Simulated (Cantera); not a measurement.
## B₂H₆ + H₂ (boron, boron nitride and boron oxide)

A closed system holds: 1 mol B₂H₆, 53 mol H₂, held at 6300 Pa.

Method: chemical equilibrium by Gibbs-energy minimisation in Cantera with the NASA 1993 tables (ideal gas, pure condensed phases). Candidate condensed phases: B; 7 gas species. The feed counts by its element totals alone. The tables' values for BH₂ are old estimates; treat these amounts as uncertain. Gases not in the tables: B₂H₆ and higher boranes. Equilibrium is a limit: real reactors are often held back by kinetics, nucleation or transport.

From 1273 K to 2323 K the condensed part is B(s). At 2473 K the condensed part is B(l).

```tsv
T (K)	x H₂	x H	x BH₂	x B	x BH	x BH₃	x B₂	n B(s)	n B(l)
1273	1.000	2.84e-6	6.16e-7	<1e-12	<1e-12	4.22e-7	<1e-12	2.00	0
1423	1.000	2.65e-5	4.27e-6	2.73e-12	3.07e-11	1.04e-6	<1e-12	2.00	0
1573	1.000	0.000162	2.03e-5	2.44e-10	1.03e-9	2.15e-6	<1e-12	2.00	0
1723	0.999	0.000726	7.32e-5	9.91e-9	1.85e-8	3.87e-6	<1e-12	2.00	0
1873	0.997	0.00257	0.000214	2.21e-7	2.09e-7	6.29e-6	<1e-12	1.99	0
2023	0.992	0.00754	0.000529	3.09e-6	1.63e-6	9.43e-6	3.76e-11	1.97	0
2173	0.980	0.0190	0.00114	2.98e-5	9.46e-6	1.31e-5	1.05e-9	1.93	0
2323	0.955	0.0424	0.00219	0.000214	4.32e-5	1.71e-5	1.87e-8	1.86	0
2473	0.911	0.0848	0.00332	0.00106	0.000142	1.82e-5	1.81e-7	0	1.73
```
x: gas mole fraction; n: condensed amount in mol.
